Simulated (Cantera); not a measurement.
Source: NASA polynomial tables (part measured, part estimated), evaluated in Cantera. Values are per mole of reaction as written; species without (g) are pure solids or liquids, kept so even where they would boil at 1 bar.

FeCl2 = 2 Cl(g) + Fe

| T (K) | ΔH° (kJ) | ΔS° (J/K) | ΔG° (kJ) | log10 K | condensed phases |
|---|---|---|---|---|---|
| 1098 | 538.7 | 188.5 | 331.7 | -15.78 | FeCl2(l), Fe(α) |
| 1148 | 537.8 | 187.7 | 322.3 | -14.66 | FeCl2(l), Fe(α) |
| 1198 | 537.7 | 187.6 | 312.9 | -13.64 | FeCl2(l), Fe(γ) |
| 1248 | 536.4 | 186.6 | 303.6 | -12.70 | FeCl2(l), Fe(γ) |
| 1298 | … | … | … | … | FeCl2(l), Fe(γ) |
| 1348 | 534.1 | 184.8 | 285.0 | -11.04 | FeCl2(l), Fe(γ) |
| 1398 | … | … | … | … | FeCl2(l), Fe(γ) |
| 1448 | 531.8 | 183.1 | 266.6 | -9.62 | FeCl2(l), Fe(γ) |
| 1498 | 530.6 | 182.4 | 257.5 | -8.98 | FeCl2(l), Fe(γ) |
| 1548 | 529.5 | 181.6 | 248.4 | -8.38 | FeCl2(l), Fe(γ) |
| 1598 | 528.4 | 180.9 | 239.3 | -7.82 | FeCl2(l), Fe(γ) |

Task: Fill in the missing entries.

Result: 
- 1298, ΔH° (kJ): 535.2
- 1298, ΔS° (J/K): 185.7
- 1298, ΔG° (kJ): 294.2
- 1298, log10 K: -11.84
- 1398, ΔH° (kJ): 532.9
- 1398, ΔS° (J/K): 183.9
- 1398, ΔG° (kJ): 275.8
- 1398, log10 K: -10.30
